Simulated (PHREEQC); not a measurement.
Solution (25 °C): 10 mmol/kgw HF, 0.062 mmol/kgw NH4HF2 and 0.052 mmol/kgw (NH4)2SiF6. Closed to the air; pH follows from the charge balance.

Model: ion-association model, phreeqc.dat, run in PHREEQC.

Q: The ionic strength comes out as 0.00260 mol/kgw. What activity coefficients do F-, HF2-, H+, NH4+, SiF6-2 get?

A: F- 0.94, HF2- 0.95, H+ 0.95, NH4+ 0.94, SiF6-2 0.80.

This is a speciation only: nothing precipitates in the calculation. Complexes and solids missing from the database can't appear. SiF6-2 is the database's only silicon fluoride.
